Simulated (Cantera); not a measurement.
An isothermal, constant-pressure homogeneous reactor starts with CH4 : N2 = 1 : 73 (molar parts), at 1373 K and 11000 Pa. Integrator tolerance rtol = 1e-08.

Model: GRI-Mech 3.0 (53 species, 325 reactions), integrated in Cantera. GRI-Mech 3.0 stops at C3 and has no aromatics, soot or wall deposition, so with more carbon than oxygen in the feed, carbon stays in small species such as C2H2 where larger ones or solid carbon would form.

What does this change do: temperature 1373 to 1525 K?


| quantity | before | after |
|---|---|---|
| x(CH4) at 4.00 s | 0.0125 (gas-phase equilibrium 3.21e-5) | 0.00290 (gas-phase equilibrium 4.93e-6) |
| x(CH2) at 4.00 s | 9.95e-10 (gas-phase equilibrium 2.27e-12) | 9.17e-9 (gas-phase equilibrium 2.20e-11) |
| x(C2H4) at 4.00 s | 0.000181 (gas-phase equilibrium 1.86e-6) | 1.79e-5 (gas-phase equilibrium 2.89e-7) |
| x(C2H) at 4.00 s | 2.04e-11 (gas-phase equilibrium 4.27e-11) | 5.01e-9 (gas-phase equilibrium 6.64e-10) |
| x(H2) at 4.00 s | 0.00123 (gas-phase equilibrium 0.0199) | 0.0157 (gas-phase equilibrium 0.0200) |
| x(C2H2) at 4.00 s | 0.000280 (gas-phase equilibrium 0.000751) | 0.00520 (gas-phase equilibrium 0.000596) |
